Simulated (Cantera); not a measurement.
Input: 1 mol SiCl₄, 21 mol N₂, 7.9 mol H₂, held at 54.0 mbar.

Cantera equilibrium calculation (NASA polynomials, part measured and part estimated; ideal gas, pure solids and liquids). Candidate condensed phases: NH₄Cl, Si, Si₃N₄; 28 gas species. The tables' values for SiCl₃ are old estimates; treat these amounts as uncertain. Rates play no part. All values below are at 1650 K.

Base state: N₂ 0.676, H₂ 0.207, HCl 0.103, SiCl₂ 0.0129, SiCl₃ 0.000701, H 0.000178, SiCl₄ 8.39e-5, Cl 6.92e-5 (mole fractions); condensed: Si₃N₄(s).

### Question
What changes in the equilibrium state with this change: H₂ from 7.9 to 93 mol?

### Answer
```json
[
 {"species": "H₂", "before": "0.207", "after": "0.789"},
 {"species": "N₂", "before": "0.676", "after": "0.177"},
 {"species": "HCl", "before": "0.103", "after": "0.0329"},
 {"species": "SiCl₂", "before": "0.0129", "after": "0.000847"},
 {"species": "SiCl₄", "before": "8.39e-5", "after": "1.49e-7"},
 {"species": "SiCl₃", "before": "0.000701", "after": "7.58e-6"},
 {"species": "SiHCl₃", "before": "2.84e-5", "after": "6.00e-7"},
 {"species": "Cl", "before": "6.92e-5", "after": "1.14e-5"},
 {"species": "H", "before": "0.000178", "after": "0.000347"},
 {"species": "Si₃N₄(s), mol", "before": "0.194", "after": "0.300"}
]
```
